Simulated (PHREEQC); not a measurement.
# Sulfide liquor (model solution)

Consider water at 25 °C with 0.0012 mol NaHS, 0.23 mol HCl and 0.00013 mol ZnCl2 per kg of water. Closed to the air; pH follows from the charge balance.

Equilibrium calculation in PHREEQC: ion-association model, phreeqc.dat.

This is a speciation only: nothing precipitates in the calculation.

Problem. Estimate the pH, density.

Solution. pH 0.74; density 1.001 g/cm³.

Problem. In which forms is Zn present?

Solution. Zn+2 83 %, ZnCl+ 15 %, ZnCl2 1.7 % of the Zn.

Complexes and solids missing from the database can't appear.
